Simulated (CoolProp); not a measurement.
Saturation properties of n-nonane.

Values from CoolProp's reference Helmholtz-energy equation of state, Lemmon 2006. It is a short technical equation, of lower accuracy than the large ones.

```csv
T (°C),p (kPa),enthalpy of vaporisation (kJ/kg),surface tension (mN/m),liquid viscosity (µPa s),vapour viscosity (µPa s),liquid conductivity (mW/(m K))
181.85,(withheld),266.8,8.65,166,8.09,91.8
190.85,262.9,259.9,7.95,156,8.24,90.2
199.85,317.3,252.8,(withheld),146,8.40,88.6
208.75,379.2,245.4,6.60,136,8.57,87.0
217.75,450.8,237.4,5.94,127,8.75,85.5
226.75,532.2,229.1,5.30,119,8.93,83.9
235.65,623.2,220.3,4.68,110,(withheld),82.3
244.65,(withheld),210.8,4.07,102,9.36,80.7
253.65,843.3,200.6,3.48,94.7,9.60,79.0
262.55,(withheld),189.5,2.91,87.2,9.89,77.3
271.55,1117,177.2,2.36,79.8,10.2,75.6
280.55,1278,163.4,1.84,72.5,10.6,73.8
289.55,1458,147.5,1.34,65.1,11.2,71.9
298.45,1656,128.7,0.887,57.5,11.9,69.9
```

Q: Fill in the missing entries.

A: 
- 181.85, p (kPa): 215.9
- 199.85, surface tension (mN/m): 7.27
- 235.65, vapour viscosity (µPa s): 9.13
- 244.65, p (kPa): 726.9
- 262.55, p (kPa): 971.9

It boils at 150.8 °C under 1 atm.

Viscosity comes from a separate model (Huber 2004). Thermal conductivity comes from a separate model (Huber 2005). Surface tension comes from a separate correlation (Mulero 2012).
